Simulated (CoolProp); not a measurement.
Model: reference Helmholtz-energy equation of state, Lemmon 2013, in CoolProp.

**Question.** For propylene, give the phase and the Z, cp (kJ/(kg K)), speed of sound (m/s), expansivity (1/kK) at 72.05 °C and 16.3 MPa; 72.05 °C and 19.5 MPa.

**Answer.** 
- 72.05 °C and 16.3 MPa: liquid; Z 0.497, cp 2.65, speed of sound 697, expansivity 3.00
- 72.05 °C and 19.5 MPa: liquid; Z 0.583, cp 2.59, speed of sound 743, expansivity 2.70
